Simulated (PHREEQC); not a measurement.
Solution (25 °C): 10 mmol/kgw CaSO4, 85 mmol/kgw Na2HPO4 and 0.5 mmol/kgw NaCl. Closed to the air; pH follows from the charge balance.

The numbers come from PHREEQC with the ion-association model, phreeqc.dat.

No solid was allowed to form.

Question: Order these Ca species by the share of Ca that they hold, largest first: CaPO4-, CaH2PO4+, Ca+2, CaHPO4, CaSO4.

Answer: CaHPO4 (53 %), CaPO4- (27 %), Ca+2 (18 %), CaSO4 (2.0 %), CaH2PO4+ (0.38 %)

The pH is 8.18 and the ionic strength 0.244 mol/kgw. Saturation is exceeded, for instance for Hydroxyapatite; the values hold only as long as no solid forms. Species that the database lacks are ignored.
